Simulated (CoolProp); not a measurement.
Computed with CoolProp (reference Helmholtz-energy equation of state, Gao 2016).

Q: For sulfur dioxide, give the phase and the cv (kJ/(kg K)), speed of sound (m/s), isothermal compressibility (1/MPa), expansivity (1/kK) at -22.65 °C and 1.58 MPa; -22.65 °C and 6.31 MPa; -22.65 °C and 7.89 MPa.

A: 
- -22.65 °C and 1.58 MPa: liquid; cv 0.829, speed of sound 1090, isothermal compressibility 0.000926, expansivity 1.71
- -22.65 °C and 6.31 MPa: liquid; cv 0.829, speed of sound 1110, isothermal compressibility 0.000887, expansivity 1.67
- -22.65 °C and 7.89 MPa: liquid; cv 0.829, speed of sound 1110, isothermal compressibility 0.000875, expansivity 1.65
